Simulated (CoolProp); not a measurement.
Saturated liquid density (kg/m³) of acetone: the reference equation beside estimates from Tc = 235.0 °C, pc = 46.92 bar, ω = 0.307.

Values from CoolProp's reference Helmholtz-energy equation of state, Lemmon 2006. It is a short technical equation, of lower accuracy than the large ones.

```
T (°C)  reference  van der Waals  Redlich-Kwong  Soave-Redlich-Kwong
------  ---------  -------------  -------------  -------------------
4.45          ___          411.6          609.2                628.8
25.25       784.3          401.1          591.2                613.0
46.15       760.6          389.8          571.7                595.5
66.95       735.9            ___          550.7                  ___
87.85       709.8          364.8          527.8                554.7
108.75        ___          350.8          502.7                530.6
129.55      651.9          335.4          475.1                503.3
150.45      618.5          318.3            ___                471.9
171.25      580.7          298.8          409.2                435.2
192.15      535.5          275.7          367.8                390.6
213.05      476.3          245.7          315.2                332.2
```

Fill in the missing entries.


- 4.45, reference: 807.3
- 66.95, van der Waals: 377.8
- 66.95, Soave-Redlich-Kwong: 576.3
- 108.75, reference: 681.9
- 150.45, Redlich-Kwong: 444.2

Absolute difference from the reference over all 11 rows, mean and median: van der Waals 48.6 and 48.6 %, Redlich-Kwong 27.4 and 26.3 %, Soave-Redlich-Kwong 23.7 and 22.2 %.
